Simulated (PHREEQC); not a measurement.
# City or well water: an equilibrium model

A made-up water analysis in mg/L, 20 °C, pH 6.92, pe 9.1:

| constituent | mg/L |
|---|---|
| Na | 85.9 |
| K | 53.9 |
| Ca | 25.5 |
| Mg | 0.18 |
| Cl | 80.5 |
| S(6) as SO4 | 58.9 |
| Alkalinity as HCO3 | 173 |
| F | 0.442 |
| B | 0.775 |

Valence states are taken as typed.

All values are PHREEQC results (ion-association model, phreeqc.dat), not measurements.

Precipitation was switched off in this run.

Q: Predict the specific conductance.

A: specific conductance 619 µS/cm.

Q: In which forms is S present?

A: SO4-2 93 %, CaSO4 4.7 %, NaSO4- 1.2 %, KSO4- 0.6 % of the S.

Real BF4- forms and hydrolyses slowly; the run takes it at equilibrium.
